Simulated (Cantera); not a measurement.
## Thermodynamics of chlorosilane synthesis and conversion, feed SiCl4 + H2

Input: 1 mol SiCl4, 3 mol H2, at 550 K and 15.0 bar.

Method: chemical equilibrium by Gibbs-energy minimisation in Cantera with the NASA 1993 tables (ideal gas, pure condensed phases). Candidate condensed phases: Si; 19 gas species. Equilibrium is a limit: real reactors are often held back by kinetics, nucleation or transport.

The x(H2) is 0.749. The x(SiCl4) is 0.249. The x(HCl) is 0.00119 and the x(SiHCl3) comes out as 0.00119. The gas amount is 4.000 mol and the log10 activity of Si(s) (absent) is -9.23.
